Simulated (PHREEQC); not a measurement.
Dissolve 0.0077 mol FeSO4 and 0.0045 mol NaHCO3 per kg of water at 25 °C. Closed to the air; pH follows from the charge balance.

All values are PHREEQC results (ion-association model, wateq4f.dat), not measurements.

No solid was allowed to form.

Question: Predict the pH, ionic strength.

Answer: pH 7.40; ionic strength 0.0262 mol/kgw.

Question: In which forms is Na present?

Answer: Na+ 98 %, NaSO4- 1.6 % of the Na.

Examples of supersaturated solids here: Siderite. Others may be too.
